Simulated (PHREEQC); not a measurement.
Solution (25 °C): 45 mmol/kgw Ni(NO3)2, 160 mmol/kgw NaCl and 0.04 mmol/kgw HCl. Closed to the air; pH follows from the charge balance.

Computed with PHREEQC (ion-association model, wateq4f.dat).

```
quantity                  before     after
-----------------------  -------  --------
pH                          4.50      4.49
Cl- (mol/kgw)              0.154   3.86e-5
NiCl+ (mol/kgw)          0.00417   1.45e-6
NiCl2 (mol/kgw)          0.00110  1.11e-10
NiOH+ (mol/kgw)          6.87e-8   8.51e-8
SI of Ni(OH)2 (Ni(OH)2)    -3.74     -3.64
```

### Question
Which change was made?
(A) NaCl from 0.16 to 0.032 mol/kgw
(B) NaCl left out
(C) NaCl replaced by RbCl at the same molality
(D) 0.0034 mol/kgw ZnCl2 added
(E) HCl replaced by KCl at the same molality

### Answer
B, NaCl left out

No solid was allowed to form.
